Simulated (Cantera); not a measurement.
An isothermal, constant-pressure homogeneous reactor starts with 14.9 % CH₄, 85.1 % N₂, at 1600 K and 1.01 bar.

Computed with Cantera and GRI-Mech 3.0 (53 species, 325 reactions). GRI-Mech 3.0 stops at C3 and has no aromatics, soot or wall deposition, so with more carbon than oxygen in the feed, carbon stays in small species such as C2H2 where larger ones or solid carbon would form.

One state of this run: x CH₄ = 0.0116; x CH₃ = 2.87e-5; x C₂H₂ = 0.0588; x H = 2.18e-5; x C₂H₄ = 0.00119; x C₂H₆ = 2.40e-6; x H₂ = 0.179. x: mole fraction; the columns are a selection and need not sum to one.

Q: Which value of t (s) does it belong to?
(A) 0.300
(B) 0.949
(C) 0.0949
(D) 0.000300

A: B, 0.949
